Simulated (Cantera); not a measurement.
Ignition delay

Mixture: CH4 : C2H6 : O2 : N2 = 1 : 0.19 : 3.55 : 13.4 (molar parts), equivalence ratio 0.75, at 7500 Torr, adiabatic and at constant pressure. Ignition delay is the time to a rise of 400 K.

Model: GRI-Mech 3.0 (53 species, 325 reactions), integrated in Cantera.

```tsv
T0 (K)	delay (ms)
1175	1.18
1225	0.573
1275	0.302
1325	0.171
1375	0.103
1425	0.0648
1475	0.0426
```

```
Item                                                     Value
--------------------------------------------------  ----------
apparent activation energy between 1375 and 1475 K  150 kJ/mol
```
